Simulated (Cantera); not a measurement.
Charge: 1 mol trisilylamine, 2 mol NH3, 75 mol H2, equilibrated at 625 °C and 0.285 Torr.

Equilibrium computed with Cantera from the NASA thermochemical tables; the gas is ideal and each condensed phase is pure. Candidate condensed phases: Si, Si3N4; 18 gas species. The feed counts by its element totals alone. The numbers say what is thermodynamically allowed, not how fast it happens.

Base state: H2 1.00 (mole fractions); condensed: Si(s) + Si3N4(s).

Question: What changes in the equilibrium state with this change: trisilylamine replaced by Si2Cl6?

Answer: 
```tsv
species	before	after
H2	1.00	0.944
HCl	0	0.0501
SiCl4	0	0.00580
SiHCl3	0	0.000305
SiCl3	0	6.50e-5
SiCl2	0	3.51e-5
Si(s), mol	0.750	0
Si3N4(s), mol	0.750	0.500
```
The tables' values for SiCl3 are old estimates; treat these amounts as uncertain. Further candidate phases: NH4Cl.
